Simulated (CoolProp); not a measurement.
Vapour-liquid equilibrium of carbon dioxide (1) + R22 (2) at 0.689 MPa; x and y are mole fractions of (1).

Computed with CoolProp (multi-fluid Helmholtz-energy mixture model, Span 1996 and Kamei 1995; pair parameters Bell 2016).

Problem. Give the bubble temperature and the first vapour's composition at x = 0.05, 0.35, 0.65. Is there an azeotrope?

Solution. x = 0.05: 277.7 K, y = 0.187; x = 0.35: 250.2 K, y = 0.774; x = 0.65: 234.3 K, y = 0.938. No azeotrope shows between x = 0.05 and 0.95.

Pair parameters are fitted to limited data, so mixtures are less certain than the pure fluids.
